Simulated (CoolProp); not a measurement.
Computed with CoolProp (reference Helmholtz-energy equation of state, Lemmon 2006). It is a short technical equation, of lower accuracy than the large ones.

Task: For carbon monoxide, give the phase and the Z, cp (kJ/(kg K)), cv (kJ/(kg K)), speed of sound (m/s) at 103.6 K and 1.59 MPa; 103.6 K and 17.5 MPa.

Result: 
- 103.6 K and 1.59 MPa: liquid; Z 0.0749, cp 2.33, cv 1.02, speed of sound 654
- 103.6 K and 17.5 MPa: liquid; Z 0.759, cp 2.00, cv 1.05, speed of sound 833
